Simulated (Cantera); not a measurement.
## Low-pressure radical oxidation in H2/O2

A perfectly stirred reactor is fed with H2 : O2 = 0.26 : 1 (molar parts), equivalence ratio 0.13, at 0.00370 bar; it is held at 1348 K, and followed from long to short residence time.

Detailed kinetics in Cantera: the H2/O2 subset of GRI-Mech 3.0, which has no nitrogen chemistry. Radical loss at walls, strong at low pressure, is not modelled. The temperature is held fixed by assumption; the heat of reaction is taken as removed at once.

| τ (s) | x H2 | x O2 | x O | x H | x H2O |
|---|---|---|---|---|---|
| 13 | 0.000691 | 0.764 | 0.00461 | 0.000769 | 0.226 |
| 3.4 | 0.00163 | 0.757 | 0.0110 | 0.00284 | 0.221 |
| 0.91 | 0.00355 | 0.741 | 0.0246 | 0.00949 | 0.212 |
| 0.25 | 0.00659 | 0.715 | 0.0475 | 0.0254 | 0.193 |
| 0.066 | 0.00972 | 0.686 | 0.0715 | 0.0468 | 0.171 |
| 0.018 | 0.0127 | 0.673 | 0.0814 | 0.0592 | 0.158 |
| 0.0048 | 0.0200 | 0.675 | 0.0778 | 0.0637 | 0.146 |
| 0.0013 | 0.0425 | 0.692 | 0.0613 | 0.0612 | 0.124 |
x: mole fraction; the columns are a selection and need not sum to one.
